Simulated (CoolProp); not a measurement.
A simple Rankine cycle with 1,2-dichloroethane: condensing at 310.15 K, boiler at 0.179 MPa, turbine inlet 381 K, turbine efficiency 0.85, pump efficiency 0.6, no recuperator. Each further row changes one setting.

The numbers come from the reference Helmholtz-energy equation of state, Thol 2015 in CoolProp.

```csv
case,thermal efficiency (%),net work (kJ/kg),heat in (kJ/kg),turbine exit temperature (K),volume ratio over the turbine
as stated,13.4,54.3,406,314.3,8.43
turbine inlet 401 K,13.5,57.5,425,332.6,8.42
condensing temperature 302.15 K,14.8,61.9,417,305.0,11.7
boiler pressure 0.125 MPa,11.5,46.9,408,324.7,6.00
turbine efficiency 0.75,11.8,47.9,406,321.8,8.63
```
